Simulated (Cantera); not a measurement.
## Fe3O4 + H2 + H2O (hydrogen reduction and annealing atmospheres)

Feed: 1 mol Fe3O4, 250 mol H2, 0.12 mol H2O, at 0.890 bar.

Cantera equilibrium calculation (NASA polynomials, part measured and part estimated; ideal gas, pure solids and liquids). Candidate condensed phases: Fe, FeO, Fe(OH)2, Fe(OH)3, Fe2O3, Fe3O4, H2O; 12 gas species. Equilibrium is a limit: real reactors are often held back by kinetics, nucleation or transport.

```json
[
 {"T (K)": "1150", "x H2": "0.984", "x H2O": "0.0165", "x H": "7.84e-8", "x Fe": "9.65e-12", "x OH": "7.94e-12", "x FeO": "<1e-12", "x Fe(OH)2": "2.11e-10", "x O": "<1e-12", "n Fe(α)": "3.00", "n Fe(γ)": "0", "n Fe(δ)": "0", "n Fe(l)": "0"},
 {"T (K)": "1250", "x H2": "0.984", "x H2O": "0.0165", "x H": "5.08e-7", "x Fe": "2.79e-10", "x OH": "8.78e-11", "x FeO": "<1e-12", "x Fe(OH)2": "7.93e-10", "x O": "<1e-12", "n Fe(α)": "0", "n Fe(γ)": "3.00", "n Fe(δ)": "0", "n Fe(l)": "0"},
 {"T (K)": "1350", "x H2": "0.984", "x H2O": "0.0165", "x H": "2.51e-6", "x Fe": "4.83e-9", "x OH": "6.81e-10", "x FeO": "<1e-12", "x Fe(OH)2": "2.46e-9", "x O": "<1e-12", "n Fe(α)": "0", "n Fe(γ)": "3.00", "n Fe(δ)": "0", "n Fe(l)": "0"},
 {"T (K)": "1450", "x H2": "0.984", "x H2O": "0.0165", "x H": "9.94e-6", "x Fe": "5.61e-8", "x OH": "3.99e-9", "x FeO": "3.00e-12", "x Fe(OH)2": "6.58e-9", "x O": "<1e-12", "n Fe(α)": "0", "n Fe(γ)": "3.00", "n Fe(δ)": "0", "n Fe(l)": "0"},
 {"T (K)": "1550", "x H2": "0.983", "x H2O": "0.0165", "x H": "3.31e-5", "x Fe": "4.71e-7", "x OH": "1.86e-8", "x FeO": "3.87e-11", "x Fe(OH)2": "1.55e-8", "x O": "<1e-12", "n Fe(α)": "0", "n Fe(γ)": "3.00", "n Fe(δ)": "0", "n Fe(l)": "0"},
 {"T (K)": "1650", "x H2": "0.983", "x H2O": "0.0165", "x H": "9.55e-5", "x Fe": "3.04e-6", "x OH": "7.23e-8", "x FeO": "3.64e-10", "x Fe(OH)2": "3.31e-8", "x O": "5.72e-12", "n Fe(α)": "0", "n Fe(γ)": "3.00", "n Fe(δ)": "0", "n Fe(l)": "0"},
 {"T (K)": "1750", "x H2": "0.983", "x H2O": "0.0165", "x H": "0.000244", "x Fe": "1.57e-5", "x OH": "2.40e-7", "x FeO": "2.63e-9", "x Fe(OH)2": "6.45e-8", "x O": "4.70e-11", "n Fe(α)": "0", "n Fe(γ)": "0", "n Fe(δ)": "3.00", "n Fe(l)": "0"},
 {"T (K)": "1850", "x H2": "0.983", "x H2O": "0.0165", "x H": "0.000566", "x Fe": "6.58e-5", "x OH": "7.01e-7", "x FeO": "1.49e-8", "x Fe(OH)2": "1.14e-7", "x O": "3.08e-10", "n Fe(α)": "0", "n Fe(γ)": "0", "n Fe(δ)": "0", "n Fe(l)": "2.98"},
 {"T (K)": "1950", "x H2": "0.982", "x H2O": "0.0165", "x H": "0.00120", "x Fe": "0.000230", "x OH": "1.83e-6", "x FeO": "6.80e-8", "x Fe(OH)2": "1.86e-7", "x O": "1.66e-9", "n Fe(α)": "0", "n Fe(γ)": "0", "n Fe(δ)": "0", "n Fe(l)": "2.94"},
 {"T (K)": "2050", "x H2": "0.980", "x H2O": "0.0164", "x H": "0.00238", "x Fe": "0.000708", "x OH": "4.36e-6", "x FeO": "2.66e-7", "x Fe(OH)2": "2.86e-7", "x O": "7.65e-9", "n Fe(α)": "0", "n Fe(γ)": "0", "n Fe(δ)": "0", "n Fe(l)": "2.82"},
 {"T (K)": "2150", "x H2": "0.977", "x H2O": "0.0164", "x H": "0.00442", "x Fe": "0.00195", "x OH": "9.57e-6", "x FeO": "9.11e-7", "x Fe(OH)2": "4.23e-7", "x O": "3.05e-8", "n Fe(α)": "0", "n Fe(γ)": "0", "n Fe(δ)": "0", "n Fe(l)": "2.51"}
]
```
x: gas mole fraction; n: condensed amount in mol.

At 1150 K the condensed part is Fe(α). From 1250 K to 1650 K the condensed part is Fe(γ). At 1750 K the condensed part is Fe(δ). From 1850 K to 2150 K the condensed part is Fe(l).
